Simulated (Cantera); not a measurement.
Mixture: CH4 : C2H6 : C3H8 : O2 : N2 = 1 : 0.032 : 0.099 : 1.74 : 6.53 (molar parts), at 2400 Torr, adiabatic and at constant pressure. Ignition delay is the time to a rise of 400 K.

Computed with Cantera and GRI-Mech 3.0 (53 species, 325 reactions).

```tsv
quantity	before	after
delay at 1175 K	8.14 ms	24.8 ms
delay at 1275 K	1.71 ms	4.54 ms
delay at 1375 K	0.425 ms	1.13 ms
delay at 1475 K	0.133 ms	0.379 ms
delay at 1575 K	51.9 µs	0.163 ms
delay at 1675 K	24.5 µs	85.2 µs
apparent activation energy between 1475 and 1675 K	170 kJ/mol	150 kJ/mol
```

**Question.** Name the change that produced these shifts.
A. pressure from 2400 Torr to 413 Torr
B. pressure from 2400 Torr to 3750 Torr
C. pressure from 2400 Torr to 248 Torr
D. pressure from 2400 Torr to 760 Torr

**Answer.** A, pressure from 2400 Torr to 413 Torr
